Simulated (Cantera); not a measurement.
Input: 1 mol B, 1.4 mol O2, 92 mol N2, equilibrated at 2275 K and 20.0 mbar.

Equilibrium computed with Cantera from the NASA thermochemical tables; the gas is ideal and each condensed phase is pure. Candidate condensed phases: B, BN, B2O3; 17 gas species. Equilibrium is a limit: real reactors are often held back by kinetics, nucleation or transport.

Base state: N2 0.984, O2 0.00407, BO2 0.00366, B2O3 0.00324, NO 0.00232, O 0.00193, BO 0.000572 (mole fractions); condensed: gas only.

Problem. What changes in the equilibrium state with this change: 0.89 mol NH3 added?

Solution. 
```
species   before     after
-------  -------  --------
N2         0.984     0.975
HBO2           0   0.00646
H2O            0   0.00589
H              0   0.00319
H2             0   0.00283
OH             0   0.00104
HBO            0   3.99e-5
O2       0.00407  0.000699
```
Further candidate phases: B3O3H3, H2O.

Problem. What changes in the equilibrium state with this change: O2 from 1.4 to 0.09 mol?

Solution. 
```tsv
species	before	after
N2	0.984	0.998
BO	0.000572	0.00191
B	<1e-9	0.000172
O2	0.00407	<1e-9
BO2	0.00366	2.43e-9
NO	0.00232	<1e-9
O	0.00193	<1e-9
B2O3	0.00324	7.16e-9
B2O	<1e-9	2.39e-5
BN	<1e-9	1.41e-5
BN(s), mol	0	0.801
```
